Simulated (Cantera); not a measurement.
A perfectly stirred reactor is fed with CH3OH : O2 : N2 = 0.0022 : 0.0039 : 1 (molar parts), at 890000 Pa; it is held at 1375 K, and followed from long to short residence time.

Cantera simulation using GRI-Mech 3.0 (53 species, 325 reactions); the numbers are that mechanism's predictions, not measurements. GRI-Mech 3.0 was tuned for natural gas; its chemistry of methanol as a main component is partial and can be far from experiment.

x: mole fraction; the columns are a selection and need not sum to one.

| τ (s) | x CH3OH | x O2 | x CH2CO | x C2H6 | x CH2 |
|---|---|---|---|---|---|
| 14 | 5.53e-8 | 0.000596 | <1e-12 | <1e-12 | <1e-12 |
| 3.1 | … | 0.000599 | <1e-12 | <1e-12 | 2.82e-12 |
| 0.65 | 4.94e-7 | 0.000608 | 2.08e-12 | <1e-12 | 8.47e-12 |
| 0.14 | 1.31e-6 | 0.000636 | 1.27e-11 | <1e-12 | 3.05e-11 |
| 0.030 | 3.05e-6 | 0.000708 | 1.14e-10 | <1e-12 | 2.00e-10 |
| 0.0063 | 6.64e-6 | 0.000876 | 1.12e-9 | 3.31e-12 | 1.69e-9 |
| 0.0013 | 1.56e-5 | 0.00121 | 8.36e-9 | 6.11e-11 | 1.14e-8 |
| 0.00028 | … | … | … | … | … |

Problem. Complete the blanks.

Solution. 
- 3.1, x CH3OH: 1.66e-7
- 0.00028, x CH3OH: 4.85e-5
- 0.00028, x O2: 0.00182
- 0.00028, x CH2CO: 5.19e-8
- 0.00028, x C2H6: 1.16e-9
- 0.00028, x CH2: 5.33e-8
